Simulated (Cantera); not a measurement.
A Cantera script and what it prints.

```python
import numpy as np
import cantera as ct

gas_names = """
    C CH CH2 CH3 CH2OH CH3O CH4 CH3OH CN CO CO2 COOH C2 C2H CHCO,ketyl C2H2,acetylene C2H2,vinylidene
    CH2CO,ketene C2H3,vinyl CH3CN CH3CO,acetyl C2H4 C2H4O,ethylen CH3CHO,ethanal CH3COOH (HCOOH)2 C2H5
    C2H6 CH3OCH3 C2H5OH CCN CNC C2N2 C2O C3 C3H3,propargyl C3H4,allene C3H4,propyne C3H4,cyclo-
    C3H5,allyl C3H6,propylene C3H6,cyclo- C3H6O C3H7,n-propyl C3H7,i-propyl C3H8 C3H8O,1propanol
    C3H8O,2propanol C3O2 C4 C4H2 C4H4,1,3-cyclo- C4H6,butadiene C4H6,2-butyne C4H6,cyclo- C4H8,1-butene
    C4H8,cis2-buten C4H8,tr2-butene C4H8,isobutene C4H8,cyclo- (CH3COOH)2 C4H9,n-butyl C4H9,i-butyl
    C4H9,s-butyl C4H9,t-butyl C4H10,isobutane C4H10,n-butane C4N2 C5 C5H6,1,3cyclo- C5H8,cyclo-
    C5H10,1-pentene C5H10,cyclo- C5H11,pentyl C5H11,t-pentyl C5H12,n-pentane C5H12,i-pentane
    CH3C(CH3)2CH3 C6H2 C6H5,phenyl C6H5O,phenoxy C6H6 C6H5OH,phenol C6H10,cyclo- C6H12,1-hexene
    C6H12,cyclo- C6H13,n-hexyl C7H7,benzyl C7H8 C7H8O,cresol C7H14,1-heptene C7H15,n-heptyl
    C7H16,n-heptane C8H8,styrene C8H10,ethylbenz C8H16,1-octene C8H17,n-octyl C8H18,isooctane
    C8H18,n-octane C9H19,n-nonyl C10H8,naphthale C10H21,n-decyl C12H9,o-bipheny C12H10,bipheny H HCN HCO
    HCCN HNC HNCO HNO HNO2 HNO3 HO2 H2 HCHO,formaldehy HCOOH H2O H2O2 N NCO NH NH2 NH3 NH2OH NO NO2 NO3
    N2 N2H2 N2H4 N2O O OH O2 O3
""".split()
cond_names = """
    C(gr) C6H6(L) C7H8(L) C8H18(L),n-octa H2O(s) H2O(L)
""".split()


def load(file, names, dense=False):
    # The tables refer to 1 bar. Condensed volumes are neglected.
    table = {s.name: s for s in ct.Species.list_from_file(file)}
    out = []
    for n in names:
        d = dict(table[n].input_data)
        d["thermo"] = dict(d["thermo"], **{"reference-pressure": 1e5})
        if dense:
            d["equation-of-state"] = {"model": "constant-volume", "density": "1e6 g/cm^3"}
        out.append(ct.Species.from_dict(d))
    return out


gas = ct.Solution(thermo="ideal-gas", species=load("nasa_gas.yaml", gas_names))
cond = {s.name: ct.Solution(thermo="fixed-stoichiometry", species=[s], name=s.name)
        for s in load("nasa_condensed.yaml", cond_names, dense=True)}
atoms = {
    'C3H6': {'C': 3, 'H': 6},
    'CO2': {'C': 1, 'O': 2},
    'N2': {'N': 2},
}
top_T = {'C(gr)': 4500}  # K; cautious upper limits of use, not melting points


def equilibrate(T, P, feed):
    n = {}
    for name, mol in feed.items():
        for a, k in atoms[name].items():
            n[a] = n.get(a, 0.0) + k * mol
    gas.TPX = T, P, n
    mass = sum(n.values()) * gas.mean_molecular_weight
    gas.equilibrate("TP")
    valid = [c for c in cond.values() if c.min_temp <= T <= top_T.get(c.name, c.max_temp)]
    mix = ct.Mixture([(gas, mass / gas.mean_molecular_weight)] + [(c, 0.0) for c in valid])
    mix.T, mix.P = T, P
    mix.equilibrate("TP", solver="vcs", rtol=1e-11, max_steps=5000)
    return mix


results = []
feed = {'C3H6': 1, 'CO2': 0.16, 'N2': 19}  # mol
P = 23  # Pa
for T in [2723, 2748, 2773, 2798, 2823, 2848, 2873, 2898, 2923, 2948, 2973, 2998, 3023]:
    mix = equilibrate(T, P, feed)
    results.append((T, P, feed, dict(zip(mix.species_names, mix.species_moles))))
    x = sorted(zip(gas.X, gas.species_names), reverse=True)
    print(f"T = {T:g} K  P = {P:g} Pa  gas = {mix.phase_moles(0):.4g} mol")
    print("   x: " + "  ".join(f"{s} {v:.3e}" for v, s in x if v > 1e-06))
    print("   condensed (mol): " + ("  ".join(f"{mix.phase(i).name} {mix.phase_moles(i):.4g}"
          for i in range(1, mix.n_phases) if mix.phase_moles(i) > 1e-12) or "none"))
```

Output:

```
T = 2723 K  P = 23 Pa  gas = 26.37 mol
   x: N2 7.066e-01  H 2.170e-01  CN 2.324e-02  C3 2.132e-02  CO 1.214e-02  C 8.964e-03  HCN 3.923e-03  H2 2.823e-03  C2 2.756e-03  HNC 5.811e-04  C2H 3.400e-04  N 1.080e-04  C2N2 1.037e-04  C5 8.570e-05  C2H2,acetylene 4.000e-05  C4 2.253e-05  CNC 1.542e-05  CH 5.367e-06
   condensed (mol): none
T = 2748 K  P = 23 Pa  gas = 26.43 mol
   x: N2 7.045e-01  H 2.180e-01  CN 2.442e-02  C3 2.043e-02  CO 1.211e-02  C 1.057e-02  HCN 3.348e-03  C2 2.998e-03  H2 2.371e-03  HNC 5.079e-04  C2H 3.053e-04  N 1.309e-04  C2N2 9.179e-05  C5 7.047e-05  C2H2,acetylene 2.874e-05  C4 2.080e-05  CNC 1.584e-05  CH 5.518e-06
   condensed (mol): none
T = 2773 K  P = 23 Pa  gas = 26.5 mol
   x: N2 7.025e-01  H 2.189e-01  CN 2.558e-02  C3 1.943e-02  C 1.239e-02  CO 1.208e-02  C2 3.238e-03  HCN 2.854e-03  H2 1.993e-03  HNC 4.433e-04  C2H 2.730e-04  N 1.581e-04  C2N2 8.104e-05  C5 5.741e-05  C2H2,acetylene 2.062e-05  C4 1.903e-05  CNC 1.618e-05  CH 5.650e-06
   condensed (mol): none
T = 2798 K  P = 23 Pa  gas = 26.56 mol
   x: N2 7.004e-01  H 2.195e-01  CN 2.669e-02  C3 1.834e-02  C 1.445e-02  CO 1.205e-02  C2 3.473e-03  HCN 2.432e-03  H2 1.678e-03  HNC 3.865e-04  C2H 2.430e-04  N 1.903e-04  C2N2 7.131e-05  C5 4.628e-05  C4 1.725e-05  CNC 1.643e-05  C2H2,acetylene 1.477e-05  CH 5.761e-06
   condensed (mol): none
T = 2823 K  P = 23 Pa  gas = 26.63 mol
   x: N2 6.983e-01  H 2.199e-01  CN 2.774e-02  C3 1.717e-02  C 1.675e-02  CO 1.202e-02  C2 3.698e-03  HCN 2.069e-03  H2 1.415e-03  HNC 3.364e-04  N 2.283e-04  C2H 2.152e-04  C2N2 6.249e-05  C5 3.687e-05  CNC 1.657e-05  C4 1.547e-05  C2H2,acetylene 1.056e-05  CH 5.849e-06
   condensed (mol): none
T = 2848 K  P = 23 Pa  gas = 26.69 mol
   x: N2 6.962e-01  H 2.201e-01  CN 2.871e-02  C 1.929e-02  C3 1.593e-02  CO 1.199e-02  C2 3.906e-03  HCN 1.758e-03  H2 1.194e-03  HNC 2.923e-04  N 2.730e-04  C2H 1.896e-04  C2N2 5.451e-05  C5 2.900e-05  CNC 1.660e-05  C4 1.371e-05  C2H2,acetylene 7.537e-06  CH 5.913e-06
   condensed (mol): none
T = 2873 K  P = 23 Pa  gas = 26.76 mol
   x: N2 6.941e-01  H 2.202e-01  CN 2.959e-02  C 2.209e-02  C3 1.463e-02  CO 1.196e-02  C2 4.090e-03  HCN 1.492e-03  H2 1.010e-03  N 3.254e-04  HNC 2.534e-04  C2H 1.660e-04  C2N2 4.731e-05  C5 2.247e-05  CNC 1.650e-05  C4 1.199e-05  CH 5.949e-06  C2H2,acetylene 5.361e-06
   condensed (mol): none
T = 2898 K  P = 23 Pa  gas = 26.83 mol
   x: N2 6.919e-01  H 2.202e-01  CN 3.035e-02  C 2.513e-02  C3 1.328e-02  CO 1.192e-02  C2 4.245e-03  HCN 1.263e-03  H2 8.556e-04  N 3.867e-04  HNC 2.192e-04  C2H 1.444e-04  C2N2 4.081e-05  C5 1.713e-05  CNC 1.626e-05  C4 1.034e-05  CH 5.957e-06  C2H2,acetylene 3.800e-06
   condensed (mol): none
T = 2923 K  P = 23 Pa  gas = 26.91 mol
   x: N2 6.897e-01  H 2.201e-01  CN 3.097e-02  C 2.839e-02  C3 1.191e-02  CO 1.189e-02  C2 4.361e-03  HCN 1.067e-03  H2 7.262e-04  N 4.582e-04  HNC 1.892e-04  C2H 1.247e-04  C2N2 3.497e-05  CNC 1.589e-05  C5 1.282e-05  C4 8.781e-06  CH 5.935e-06  C2H2,acetylene 2.682e-06
   condensed (mol): none
T = 2948 K  P = 23 Pa  gas = 26.98 mol
   x: N2 6.875e-01  H 2.199e-01  C 3.185e-02  CN 3.144e-02  CO 1.186e-02  C3 1.055e-02  C2 4.435e-03  HCN 8.993e-04  H2 6.176e-04  N 5.413e-04  HNC 1.627e-04  C2H 1.069e-04  C2N2 2.975e-05  CNC 1.537e-05  C5 9.403e-06  C4 7.328e-06  CH 5.881e-06  C2H2,acetylene 1.884e-06
   condensed (mol): none
T = 2973 K  P = 23 Pa  gas = 27.06 mol
   x: N2 6.854e-01  H 2.197e-01  C 3.547e-02  CN 3.173e-02  CO 1.182e-02  C3 9.204e-03  C2 4.459e-03  HCN 7.557e-04  N 6.378e-04  H2 5.262e-04  HNC 1.396e-04  C2H 9.078e-05  C2N2 2.511e-05  CNC 1.472e-05  C5 6.747e-06  C4 6.001e-06  CH 5.795e-06  C2H2,acetylene 1.316e-06
   condensed (mol): none
T = 2998 K  P = 23 Pa  gas = 27.14 mol
   x: N2 6.834e-01  H 2.194e-01  C 3.919e-02  CN 3.183e-02  CO 1.179e-02  C3 7.911e-03  C2 4.431e-03  N 7.494e-04  HCN 6.330e-04  H2 4.493e-04  HNC 1.193e-04  C2H 7.640e-05  C2N2 2.100e-05  CNC 1.394e-05  CH 5.677e-06  C4 4.819e-06  C5 4.729e-06
   condensed (mol): none
T = 3023 K  P = 23 Pa  gas = 27.22 mol
   x: N2 6.815e-01  H 2.190e-01  C 4.298e-02  CN 3.174e-02  CO 1.176e-02  C3 6.691e-03  C2 4.350e-03  N 8.782e-04  HCN 5.284e-04  H2 3.845e-04  HNC 1.015e-04  C2H 6.369e-05  C2N2 1.741e-05  CNC 1.306e-05  CH 5.528e-06  C4 3.789e-06  C5 3.233e-06
   condensed (mol): none
```

Cantera equilibrium calculation (NASA polynomials, part measured and part estimated; ideal gas, pure solids and liquids).
